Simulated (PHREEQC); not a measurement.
Leach liquor: speciation

Make-up at 25 °C: 0.0087 mol H2SO4, 3.8e-05 mol CuSO4 and 0.13 mol MgSO4 per kg of water. Closed to the air; pH follows from the charge balance.

The numbers come from PHREEQC with the ion-association model, wateq4f.dat.

Each row changes one thing in this solution. This is a speciation only: nothing precipitates in the calculation.

```csv
case,pH,ionic strength (mol/kgw),MgSO4 (mol/kgw),Mg+2 (mol/kgw),SO4-2 (mol/kgw),HSO4- (mol/kgw),SI of Epsomite (MgSO4:7H2O),SI of Chalcanthite (CuSO4:5H2O)
as made,2.29,0.247,0.0694,0.0606,0.0584,0.0109,-1.37,-4.39
MgSO4 from 0.13 to 0.117 mol/kgw,2.27,0.227,0.0615,0.0555,0.0535,___,-1.43,-4.40
diluted 5-fold with water,2.76,0.0633,0.0108,___,___,0.00141,-2.19,-5.21
H2SO4 from 0.0087 to 0.0435 mol/kgw,1.57,0.285,0.0649,0.0651,0.0558,___,-1.40,-4.42
CuSO4 replaced by Cu(NO3)2 at the same molality,2.29,0.247,0.0694,0.0606,0.0583,0.0109,-1.37,-4.39
```

Problem. What belongs in the gaps?

Solution. 
- MgSO4 from 0.13 to 0.117 mol/kgw, HSO4- (mol/kgw): 0.0107
- diluted 5-fold with water, Mg+2 (mol/kgw): 0.0152
- diluted 5-fold with water, SO4-2 (mol/kgw): 0.0156
- H2SO4 from 0.0087 to 0.0435 mol/kgw, HSO4- (mol/kgw): 0.0528

Species that the database lacks are ignored.
